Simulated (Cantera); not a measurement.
Input: 1 mol CH3SiCl3, 0.0051 mol C2H4, a varied amount of H2, equilibrated at 2098.15 K and 7.70 mbar.

Cantera equilibrium calculation (NASA polynomials, part measured and part estimated; ideal gas, pure solids and liquids). Candidate condensed phases: C, C6H6, C7H8, C8H18, Si, SiC; 109 gas species. The feed counts by its element totals alone. The tables' values for SiCl are old estimates; treat these amounts as uncertain. Gases not in the tables: Si2H6 and higher silanes. Rates play no part.

x: gas mole fraction; n: condensed amount in mol.

```tsv
n(H2) (mol)	x H2	x H	x HCl	x Si	x C2H2 (acetylene)	n SiC(s)
160	0.945	0.0341	0.0174	0.00159	0.000923	(withheld)
200	0.949	0.0342	0.0140	0.00161	0.000910	(withheld)
250	0.951	0.0342	0.0112	0.00162	0.000900	(withheld)
310	0.954	0.0343	0.00910	0.00162	0.000894	(withheld)
380	0.955	0.0343	0.00744	0.00163	0.000889	(withheld)
470	0.957	0.0343	0.00603	0.00164	0.000885	(withheld)
580	0.958	0.0344	0.00490	0.00143	0.000772	0
730	0.960	0.0344	0.00390	0.00117	0.000625	0
900	0.961	0.0344	0.00317	0.000966	0.000515	0
1100	0.962	0.0344	0.00260	0.000801	0.000426	0
1400	0.962	0.0344	0.00204	0.000638	0.000339	0
1700	0.963	0.0344	0.00168	0.000530	0.000281	0
```

Problem. Complete the blanks.

Solution. 
- 160, n SiC(s): 0.668
- 200, n SiC(s): 0.590
- 250, n SiC(s): 0.492
- 310, n SiC(s): 0.373
- 380, n SiC(s): 0.234
- 470, n SiC(s): 0.0558
